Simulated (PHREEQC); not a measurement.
Dissolve 0.29 mol HF and 0.055 mol (CH3)4NF per kg of water at 25 °C. It is in equilibrium with CO2 at log p = -3.5 (atm). Otherwise closed; pH follows from the charge balance.

Equilibrium calculation in PHREEQC: ion-association model, wateq4f.dat.

No solid was allowed to form.

Question: What pH, ionic strength, activity of water does the model give?

Answer: pH 2.48; ionic strength 0.0590 mol/kgw; activity of water 0.994.

Question: In which forms is F present?

Answer: HF 43 %, H2F2 34 %, HF2- 13 %, F- 11 % of the F.

Species that the database lacks are ignored. (CH3)4N+ isn't in the database: it is added as a free cation with an ion size of 4 Å. wateq4f.dat counts part of the HF as a dimer, H2F2, which phreeqc.dat doesn't know; its constant is uncertain.
